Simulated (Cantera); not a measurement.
A Cantera script and what it prints.

```python
import numpy as np
import cantera as ct

gas_names = """
    H HO2 H2 H2O H2O2 Hg O OH O2 O3
""".split()
cond_names = """
    H2O(s) H2O(L) Hg(cr) Hg(L) HgO(s)
""".split()


# ... load() reads the species with a 1 bar reference pressure and builds the phases ...
atoms = {
    'HgO': {'Hg': 1, 'O': 1},
    'H2': {'H': 2},
}
top_T = {}  # K; cautious upper limits of use, not melting points


# ... equilibrate(T, P, feed) seeds the gas with the atoms and calls Mixture.equilibrate('TP', solver="vcs", rtol=1e-11, max_steps=5000) ...
results = []
T = 898  # K
P = 133.322  # Pa
for m in [0.1, 0.19, 0.28, 0.37, 0.46, 0.55, 0.64, 0.73, 0.82, 0.9, 0.99, 1.1, 1.2]:
    feed = {'HgO': 1, 'H2': m}  # mol
    mix = equilibrate(T, P, feed)
    results.append((T, P, feed, dict(zip(mix.species_names, mix.species_moles))))

top = {s: max(r[3][s] / sum(r[3][g] for g in gas_names) for r in results) for s in gas_names}
cols = sorted((s for s in top if top[s] > 1e-05), key=lambda s: -top[s])[:5]
seen = [c for c in cond_names if any(r[3].get(c, 0) > 1e-12 for r in results)]
print("log10 of partial pressures in bar; condensed amounts in mol")
print(f"{'n(H2)':>10s}" + "".join(f"{s[:9]:>10s}" for s in cols + seen))
for T, P, feed, n in results:
    ng = sum(n[g] for g in gas_names)
    print(f"{feed['H2']:10.4g}" + "".join(f"{np.log10(max(n[s] / ng * P / 1e5, 1e-99)):10.3f}" for s in cols)
          + "".join(f"{n.get(c, 0):10.4g}" for c in seen))
```

It prints:

```
log10 of partial pressures in bar; condensed amounts in mol
     n(H2)        Hg       H2O        O2        H2
       0.1    -3.065    -4.065    -3.412   -13.886
      0.19    -3.078    -3.799    -3.470   -13.591
      0.28    -3.090    -3.643    -3.534   -13.403
      0.37    -3.102    -3.533    -3.603   -13.259
      0.46    -3.113    -3.450    -3.682   -13.137
      0.55    -3.124    -3.384    -3.772   -13.025
      0.64    -3.135    -3.329    -3.880   -12.916
      0.73    -3.146    -3.282    -4.015   -12.802
      0.82    -3.156    -3.242    -4.202   -12.668
       0.9    -3.165    -3.211    -4.466   -12.505
      0.99    -3.175    -3.179    -5.476   -11.968
       1.1    -3.197    -3.197   -21.054    -4.197
       1.2    -3.218    -3.218   -21.656    -3.916
```

Equilibrium computed with Cantera from the NASA thermochemical tables; the gas is ideal and each condensed phase is pure.
